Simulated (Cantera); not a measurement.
Stirred combustor or abatement burner

A perfectly stirred reactor is fed with 10.5 % H2, 9.56 % O2, 79.9 % N2, equivalence ratio 0.55, at 760 Torr; it is adiabatic with a 375 K inlet, and is followed from long to short residence time, starting on the burning branch (τ in s: 0.023, 0.011, 0.0055, 0.0027, 0.0013, 0.00063, 0.00031, 0.00015, 7.2e-05, 3.5e-05, 1.7e-05, 8.3e-06, 4e-06).

Model: the H2/O2 subset of GRI-Mech 3.0, which has no nitrogen chemistry, integrated in Cantera.

```json
[
 {"τ (s)": "0.023", "T (K)": "1199", "x H2": "0.00106", "x O2": "0.0458", "x O": "0.000104", "x H2O": "0.110", "x H2O2": "1.67e-6", "x HO2": "1.90e-5", "x H": "5.38e-5"},
 {"τ (s)": "0.011", "T (K)": "1193", "x H2": "0.00170", "x O2": "0.0461", "x O": "0.000166", "x H2O": "0.109", "x H2O2": "2.19e-6", "x HO2": "2.37e-5", "x H": "0.000110"},
 {"τ (s)": "0.0055", "T (K)": "1184", "x H2": "0.00266", "x O2": "0.0465", "x O": "0.000250", "x H2O": "0.108", "x H2O2": "2.74e-6", "x HO2": "2.83e-5", "x H": "0.000210"},
 {"τ (s)": "0.0027", "T (K)": "1169", "x H2": "0.00435", "x O2": "0.0472", "x O": "0.000361", "x H2O": "0.106", "x H2O2": "3.35e-6", "x HO2": "3.33e-5", "x H": "0.000400"},
 {"τ (s)": "0.0013", "T (K)": "1140", "x H2": "0.00780", "x O2": "0.0489", "x O": "0.000473", "x H2O": "0.102", "x H2O2": "3.95e-6", "x HO2": "3.98e-5", "x H": "0.000728"},
 {"τ (s)": "0.00063", "T (K)": "375", "x H2": "0.105", "x O2": "0.0956", "x O": "<1e-12", "x H2O": "<1e-12", "x H2O2": "<1e-12", "x HO2": "<1e-12", "x H": "<1e-12"},
 {"τ (s)": "0.00031", "T (K)": "375", "x H2": "0.105", "x O2": "0.0956", "x O": "<1e-12", "x H2O": "<1e-12", "x H2O2": "<1e-12", "x HO2": "<1e-12", "x H": "<1e-12"},
 {"τ (s)": "0.00015", "T (K)": "375", "x H2": "0.105", "x O2": "0.0956", "x O": "<1e-12", "x H2O": "<1e-12", "x H2O2": "<1e-12", "x HO2": "<1e-12", "x H": "<1e-12"},
 {"τ (s)": "7.2e-5", "T (K)": "375", "x H2": "0.105", "x O2": "0.0956", "x O": "<1e-12", "x H2O": "<1e-12", "x H2O2": "<1e-12", "x HO2": "<1e-12", "x H": "<1e-12"},
 {"τ (s)": "3.5e-5", "T (K)": "375", "x H2": "0.105", "x O2": "0.0956", "x O": "<1e-12", "x H2O": "<1e-12", "x H2O2": "<1e-12", "x HO2": "<1e-12", "x H": "<1e-12"},
 {"τ (s)": "1.7e-5", "T (K)": "375", "x H2": "0.105", "x O2": "0.0956", "x O": "<1e-12", "x H2O": "<1e-12", "x H2O2": "<1e-12", "x HO2": "<1e-12", "x H": "<1e-12"},
 {"τ (s)": "8.3e-6", "T (K)": "375", "x H2": "0.105", "x O2": "0.0956", "x O": "<1e-12", "x H2O": "<1e-12", "x H2O2": "<1e-12", "x HO2": "<1e-12", "x H": "<1e-12"},
 {"τ (s)": "4.0e-6", "T (K)": "375", "x H2": "0.105", "x O2": "0.0956", "x O": "<1e-12", "x H2O": "<1e-12", "x H2O2": "<1e-12", "x HO2": "<1e-12", "x H": "<1e-12"}
]
```
x: mole fraction; the columns are a selection and need not sum to one.
